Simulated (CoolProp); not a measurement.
Saturated liquid density (kg/m³) of ethylbenzene: the reference equation beside estimates from Tc = 617.1 K, pc = 3.622 MPa, ω = 0.304. Rackett uses Z = 0.29056 − 0.08775 ω.

The numbers come from the reference Helmholtz-energy equation of state, Zhou 2012 in CoolProp.

| T (K) | reference | Rackett | van der Waals | Redlich-Kwong | Soave-Redlich-Kwong | Peng-Robinson |
|---|---|---|---|---|---|---|
| 379.7 | [?] | 783.0 | 457.1 | [?] | 698.3 | 788.3 |
| 391.7 | 777.5 | [?] | 450.8 | 660.6 | 688.3 | 777.5 |
| 403.7 | 765.8 | 759.5 | 444.2 | 649.2 | 677.8 | 766.1 |
| 415.8 | 753.8 | 747.3 | 437.4 | 637.1 | 666.7 | 754.0 |
| 427.8 | 741.6 | 734.8 | 430.3 | 624.7 | 655.0 | 741.3 |
| 439.8 | 729.1 | 722.0 | 423.0 | 611.7 | 642.8 | 727.9 |
| 451.8 | 716.2 | 708.7 | 415.5 | 598.2 | 629.8 | 713.7 |
| 463.9 | 702.7 | 695.0 | 407.5 | 584.0 | 616.0 | 698.4 |
| 475.9 | 688.9 | 680.8 | 399.3 | 569.2 | [?] | 682.2 |
| 487.9 | 674.5 | 666.0 | 390.6 | 553.6 | 586.0 | 665.0 |
| 499.9 | 659.4 | 650.6 | 381.5 | 537.3 | 569.5 | 646.4 |

Question: Fill in the missing entries.

Answer: 
- 379.7, reference: 788.9
- 379.7, Redlich-Kwong: 671.7
- 391.7, Rackett: 771.4
- 475.9, Soave-Redlich-Kwong: 601.5

Absolute difference from the reference over all 11 rows, mean and median: Rackett 1.0 and 1.0 %, van der Waals 42.0 and 42.0 %, Redlich-Kwong 16.3 and 16.1 %, Soave-Redlich-Kwong 12.1 and 11.8 %, Peng-Robinson 0.5 and 0.2 %.
